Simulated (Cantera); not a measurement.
Halide evaporation, hydrolysis and transport: NaI + H₂ + N₂

A closed system holds: 1 mol NaI, 7 mol H₂, 190 mol N₂, held at 75.0 Torr.

Cantera equilibrium calculation (NASA polynomials, part measured and part estimated; ideal gas, pure solids and liquids). Candidate condensed phases: I₂, Na, NaI; 16 gas species. Gases not in the tables: NaBr and NaI dimers. Rates play no part.

At 525 °C the condensed part is NaI(s). At 675 °C the condensed part is NaI(l). From 825 °C to 1875 °C nothing is condensed.

```csv
T (°C),log p N₂,log p H₂,log p NaI,log p Na,n NaI(s),n NaI(l)
525,-1.02,-2.45,-5.46,-9.45,0.993,0
675,-1.02,-2.45,-3.54,-7.31,0,0.424
825,-1.02,-2.45,-3.30,-6.30,0,0
975,-1.02,-2.45,-3.30,-5.56,0,0
1125,-1.02,-2.45,-3.31,-4.94,0,0
1275,-1.02,-2.45,-3.33,-4.43,0,0
1425,-1.02,-2.45,-3.39,-4.01,0,0
1575,-1.02,-2.46,-3.52,-3.70,0,0
1725,-1.02,-2.46,-3.75,-3.49,0,0
1875,-1.02,-2.47,-4.09,-3.38,0,0
```
log p: log10 of the partial pressure in bar; n: condensed amount in mol.
